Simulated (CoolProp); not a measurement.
Properties of hexamethyldisiloxane (MM) along the isobar 83.7 bar (Tc = 245.6 °C, pc = 19.31 bar, ω = 0.418).

Model: reference Helmholtz-energy equation of state, Thol 2016, in CoolProp.

```csv
T (°C),phase,Z,cv (kJ/(kg K)),isothermal compressibility (1/MPa),expansivity (1/kK),fugacity coefficient
225.95,liquid,0.5887,2.023,0.01231,2.254,0.2013
243.25,liquid,0.5925,2.060,0.01528,2.431,0.2423
260.55,supercritical,0.5989,2.097,0.01908,2.630,0.2858
277.75,supercritical,0.6081,2.132,0.02391,2.846,0.3309
295.05,supercritical,0.6206,2.167,0.03003,3.077,0.3772
312.35,supercritical,0.6365,2.201,0.03754,3.309,0.4238
329.55,supercritical,0.6558,2.234,0.04632,3.519,0.4697
346.85,supercritical,0.6785,2.265,0.05608,3.679,0.5147
```
